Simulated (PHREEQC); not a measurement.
Dissolve 3.3 mmol/kgw ZnSO4, 120 mmol/kgw NaCl and 0.28 mmol/kgw FeSO4 at 25 °C. Closed to the air; pH follows from the charge balance.

Model: ion-association model, phreeqc.dat, run in PHREEQC.

This is a speciation only: nothing precipitates in the calculation.

Question: Order these S species by the share of S that they hold, largest first: NaSO4-, FeSO4, ZnSO4, Zn(SO4)2-2, SO4-2.

Answer: SO4-2 (78 %), NaSO4- (16 %), ZnSO4 (5.7 %), FeSO4 (0.42 %), Zn(SO4)2-2 (0.26 %)

The pH is 5.76 and the ionic strength 0.132 mol/kgw.
